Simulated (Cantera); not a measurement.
**Thermodynamics of silicon carbide growth, feed SiCl₄ + HCl + H₂ + C₃H₈**

Charge: 1 mol SiCl₄, 0.017 mol HCl, a varied amount of H₂, 0.81 mol C₃H₈, equilibrated at 2200 K and 23.0 mbar.

These are equilibrium values from Cantera (NASA tables, ideal gas, pure condensed phases), not measurements of a reactor. Candidate condensed phases: C, C₆H₆, C₇H₈, C₈H₁₈, Si, SiC; 109 gas species. The tables' values for SiCl, SiCl₃ are old estimates; treat these amounts as uncertain. Gases not in the tables: Si₂H₆ and higher silanes. Rates play no part.

From 17 mol H₂ to 240 mol H₂ the condensed part is C(graphite) + SiC(s). The main Si-bearing gas is SiCl₂ at 17 mol H₂ and Si at 240 mol H₂. The share of Si in condensed phases is highest at 30 mol H₂ (81.4 %) and lowest at 240 mol H₂ (41.4 %).

```csv
n(H₂) (mol),log p H₂,log p HCl,log p H,log p SiCl₂,log p Cl,log p C₂H₂ (acetylene),n C(graphite),n SiC(s)
17,-1.74,-2.44,-3.12,-3.82,-3.96,-4.33,1.54,0.787
22,-1.72,-2.52,-3.11,-4.00,-4.05,-4.31,1.50,0.804
30,-1.71,-2.63,-3.10,-4.23,-4.16,-4.30,1.44,0.814
40,-1.70,-2.73,-3.10,-4.45,-4.27,-4.29,1.39,0.812
54,-1.69,-2.84,-3.09,-4.68,-4.39,-4.28,1.33,0.797
73,-1.68,-2.96,-3.09,-4.92,-4.51,-4.27,1.25,0.767
98,-1.67,-3.08,-3.09,-5.17,-4.63,-4.26,1.16,0.720
130,-1.67,-3.19,-3.08,-5.40,-4.75,-4.26,1.05,0.655
180,-1.67,-3.33,-3.08,-5.67,-4.88,-4.26,0.887,0.547
240,-1.66,-3.45,-3.08,-5.92,-5.00,-4.25,0.690,0.414
```
log p: log10 of the partial pressure in bar; n: condensed amount in mol.
